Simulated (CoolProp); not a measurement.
Saturation properties of tetrahydrofuran.

The numbers come from the reference Helmholtz-energy equation of state, Fiedler 2023 in CoolProp.

| T (K) | p (bar) | liquid density (kg/m³) | vapour density (kg/m³) | enthalpy of vaporisation (kJ/kg) | liquid cp (kJ/(kg K)) |
|---|---|---|---|---|---|
| 408.9 | 6.302 | 748.5 | 14.98 | 357.5 | (withheld) |
| 426.4 | 8.985 | (withheld) | 21.23 | 339.5 | 2.302 |
| 443.8 | (withheld) | 697.6 | 29.45 | 319.6 | (withheld) |
| 461.3 | 16.76 | 668.7 | 40.43 | 296.9 | 2.538 |
| 478.7 | 22.13 | 636.5 | 55.15 | (withheld) | 2.708 |
| 496.1 | 28.71 | 598.7 | 75.79 | (withheld) | 2.968 |
| 513.6 | 36.80 | 550.1 | 107.6 | 196.3 | 3.514 |
| 531 | 46.73 | 472.2 | 169.8 | (withheld) | 6.113 |

Q: Fill in the missing entries.

A: 
- 408.9, liquid cp (kJ/(kg K)): 2.206
- 426.4, liquid density (kg/m³): 723.9
- 443.8, p (bar): 12.41
- 443.8, liquid cp (kJ/(kg K)): 2.409
- 478.7, enthalpy of vaporisation (kJ/kg): 270.6
- 496.1, enthalpy of vaporisation (kJ/kg): 238.6
- 531, enthalpy of vaporisation (kJ/kg): 127.9

It boils at 339.1 K under 1 atm.
